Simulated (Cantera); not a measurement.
Charge: 1 mol CH3Cl, 0.31 mol HCl, equilibrated at 1573 K and 57.0 Pa.

These are equilibrium values from Cantera (NASA tables, ideal gas, pure condensed phases), not measurements of a reactor. Candidate condensed phases: C, C6H6, C7H8, C8H18; 91 gas species. Rates play no part.

Base state: HCl 0.565, H2 0.432, Cl 0.00116, H 0.00112 (mole fractions); condensed: C(graphite).

Task: What changes in the equilibrium state with this change: temperature from 1573 K to 3325 K?

Result: 
```csv
species,before,after
H,0.00112,0.605
Cl,0.00116,0.240
C,<1e-9,0.132
HCl,0.565,0.000816
H2,0.432,0.00138
C2,<1e-9,0.0112
C3,<1e-9,0.00950
C2H,<1e-9,0.000193
CH,<1e-9,3.25e-5
"C(graphite), mol",1.000,0
```
